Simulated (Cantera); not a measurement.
## Premixed flame

A freely propagating, adiabatic, planar premixed flame of H₂ : O₂ : N₂ = 1 : 0.263 : 0.92 (molar parts), unburnt at 498 K and 0.270 bar; mixture-averaged transport, grid criteria slope 0.08 and curve 0.16, no radiation.

Model: the H2/O2 subset of GRI-Mech 3.0, which has no nitrogen chemistry, integrated in Cantera. Burning velocities carry a grid error of a few per cent, more on coarse grids.

```
z (mm)  T (K)  u (m/s)   x H₂      x O₂       x O      x OH       x H     x HO₂
------  -----  -------  -----  --------  --------  --------  --------  --------
-6.88     498     5.98  0.458     0.120     <1e-8     <1e-8     <1e-8     <1e-8
-4.58     498     5.98  0.458     0.120     <1e-8     <1e-8     <1e-8     <1e-8
-3.44     498     5.98  0.458     0.120     <1e-8     <1e-8     <1e-8     <1e-8
-2.29     498     5.98  0.458     0.120     <1e-8     <1e-8   2.61e-8   1.62e-7
-1.15     513     6.15  0.456     0.120   9.35e-6   5.97e-5  0.000273  0.000118
-0.573    715     8.41  0.425     0.115  0.000238  0.000462    0.0112   6.38e-5
0        1133     13.0  0.293    0.0687   0.00434   0.00219    0.0746   2.22e-5
0.573    1395     15.8  0.190    0.0107   0.00401   0.00401     0.118   3.36e-6
1.15     1496     16.9  0.180   0.00232   0.00269   0.00454     0.116   6.85e-7
2.29     1607     18.0  0.188   0.00144   0.00239   0.00534     0.102   3.88e-7
4.58     1729     19.2  0.198   0.00114   0.00201   0.00594    0.0845   2.84e-7
9.17     1860     20.4  0.209  0.000789   0.00147   0.00609    0.0663   1.91e-7
18.3     1983     21.5  0.219  0.000477  0.000928   0.00562    0.0491   1.22e-7
```
x: mole fraction of selected species; z is measured from the peak of heat release.

```yaml
laminar_burning_velocity: 598 cm/s
thermal_thickness: 2.29 mm
peak x(O): 0.00538
peak x(OH): 0.00611
peak x(H): 0.119
peak x(HO₂): 0.000123
```
